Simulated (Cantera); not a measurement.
# Premixed flame

A freely propagating, adiabatic, planar premixed flame of 40.0 % H2, 14.3 % O2, 42.8 % N2, 2.92 % H2O, equivalence ratio 1.4, unburnt at 400 K and 9.87 atm; unity-Lewis-number transport, grid criteria slope 0.08 and curve 0.16, no radiation.

Detailed kinetics in Cantera: the H2/O2 subset of GRI-Mech 3.0, which has no nitrogen chemistry. The hydrogen kinetics of GRI-Mech 3.0 are dated; newer H2 mechanisms differ, most at raised pressure. Unity Lewis numbers drop preferential diffusion, which matters most where H2 and H carry the flame. Burning velocities carry a grid error of a few per cent, more on coarse grids.

```csv
z (mm),T (K),u (m/s),x H2,x O2,x H2O,x H2O2,x HO2,x OH
-0.0618,400,3.25,0.400,0.143,0.0292,5.32e-8,2.40e-7,<1e-8
-0.0412,401,3.25,0.400,0.143,0.0293,5.73e-7,2.61e-6,<1e-8
-0.0309,403,3.27,0.400,0.143,0.0296,1.80e-6,8.26e-6,<1e-8
-0.0206,418,3.39,0.398,0.142,0.0315,1.02e-5,5.16e-5,3.97e-8
-0.0103,642,5.13,0.375,0.129,0.0599,8.08e-5,0.000778,2.58e-5
-0.00515,1070,8.31,0.325,0.102,0.121,0.000104,0.00122,0.000739
0,1554,11.7,0.241,0.0614,0.211,2.30e-5,0.000518,0.00313
0.00515,1861,13.7,0.171,0.0284,0.280,4.97e-6,0.000192,0.00741
0.0103,2025,14.7,0.142,0.0129,0.313,3.18e-6,7.69e-5,0.0105
0.0206,2187,15.6,0.130,0.00413,0.335,1.72e-6,2.24e-5,0.0115
0.0412,2316,16.4,0.129,0.00144,0.348,9.39e-7,7.60e-6,0.00911
0.0824,2402,16.9,0.131,0.000536,0.356,4.91e-7,2.52e-6,0.00609
0.165,2452,17.1,0.132,0.000184,0.361,2.15e-7,6.78e-7,0.00376
```
x: mole fraction of selected species; z is measured from the peak of heat release.

The laminar burning velocity comes out as 324 cm/s, the thermal thickness is 0.0206 mm and the peak x(H2O2) is 0.000109. The peak x(HO2) is 0.00131 and the peak x(OH) is 0.0116. The grid points comes out as 112.
